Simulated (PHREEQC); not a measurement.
A solution holds 0.28 mol/kgw TMAH and 3e-05 mol/kgw CO2, at 20 °C. Closed to the air; pH follows from the charge balance.

Model: ion-association model, wateq4f.dat, run in PHREEQC.

This is a speciation only: nothing precipitates in the calculation.

Estimate the pH, activity of water.

pH 13.45; activity of water 0.990.

(CH3)4N+ isn't in the database: it is added as a free cation with an ion size of 4 Å.
